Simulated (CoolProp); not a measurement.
Vapour-liquid equilibrium of propylene (1) + dimethyl ether (2) at 0.64 MPa; x and y are mole fractions of (1).

The numbers come from the multi-fluid Helmholtz-energy mixture model, Lemmon 2013 and Wu 2011; pair parameters Bell 2016 in CoolProp.

```csv
x,"bubble temperature, mixture model (K)","bubble temperature, Raoult's law (K)","y, mixture model","y, Raoult's law"
0.05,298.9,299.4,0.097,0.093
0.15,295.1,296.3,0.264,0.258
0.25,291.7,293.3,0.401,0.399
0.35,288.8,290.6,0.515,0.521
0.45,286.2,288.0,0.611,0.625
0.55,284.0,285.6,0.695,0.716
0.65,282.0,283.3,0.770,0.795
0.75,280.1,281.2,0.838,0.863
0.85,278.5,279.1,0.903,0.923
0.95,277.0,277.2,0.968,0.976
```

The largest gap from Raoult's law is -1.8 K in bubble temperature, at x = 0.45. No azeotrope shows between x = 0.05 and 0.95.

Pair parameters are fitted to limited data, so mixtures are less certain than the pure fluids.
